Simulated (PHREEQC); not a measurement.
Make-up at 25 °C: 0.0028 mol/kgw CsOH, 0.0054 mol/kgw Na2SiO3 and 5.4e-05 mol/kgw K2CO3. Closed to the air; pH follows from the charge balance.

Computed with PHREEQC (ion-association model, wateq4f.dat).

No solid was allowed to form.

Problem. Estimate the pH.

Solution. pH 11.85.

Problem. In which forms is C present?

Solution. CO3-2 87 %, NaCO3- 11 %, HCO3- 1.9 % of the C.

Species that the database lacks are ignored.
